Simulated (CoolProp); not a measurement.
A simple Rankine cycle with n-pentane: condensing at 296.15 K, boiler at 0.371 MPa, turbine inlet 368.5 K, turbine efficiency 0.6, pump efficiency 0.7, no recuperator. Each further row changes one setting.

Computed with CoolProp (reference Helmholtz-energy equation of state, Thol 2019).

```
case                             thermal efficiency (%)  net work (kJ/kg)  heat in (kJ/kg)  turbine exit temperature (K)  volume ratio over the turbine
-------------------------------  ----------------------  ----------------  ---------------  ----------------------------  -----------------------------
as stated                                           8.1              39.6              489                         341.8                           5.87
turbine inlet 388.5 K                               8.0              42.4              531                         362.3                           5.81
condensing temperature 288.15 K                     9.2              46.4              507                         337.7                           7.95
boiler pressure 0.26 MPa                            6.6              32.6              493                         347.9                           4.06
turbine efficiency 0.5                              6.7              32.9              489                         345.3                           5.93
```
